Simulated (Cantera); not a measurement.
Low-pressure radical oxidation in H2/O2

A perfectly stirred reactor is fed with 0.656 % H2, 99.3 % O2, equivalence ratio 0.0033, at 10.00 Torr; it is held at 1450 K, and followed from long to short residence time.

Detailed kinetics in Cantera: the H2/O2 subset of GRI-Mech 3.0, which has no nitrogen chemistry. Radical loss at walls, strong at low pressure, is not modelled.

```
τ (s)       x H2   x O2      x OH    x HO2    x H2O
------  --------  -----  --------  -------  -------
0.81     1.91e-5  0.990  0.000752  1.66e-7  0.00615
0.32     3.16e-5  0.989  0.000864  1.94e-7  0.00606
0.13     5.56e-5  0.988  0.000950  2.15e-7  0.00598
0.050   0.000114  0.987   0.00104  2.34e-7  0.00587
0.020   0.000247  0.987   0.00116  2.58e-7  0.00567
0.0079  0.000561  0.988   0.00134  2.91e-7  0.00525
0.0031   0.00127  0.988   0.00154  3.27e-7  0.00444
0.0012   0.00285  0.990   0.00147  3.38e-7  0.00291
```
x: mole fraction; the columns are a selection and need not sum to one.
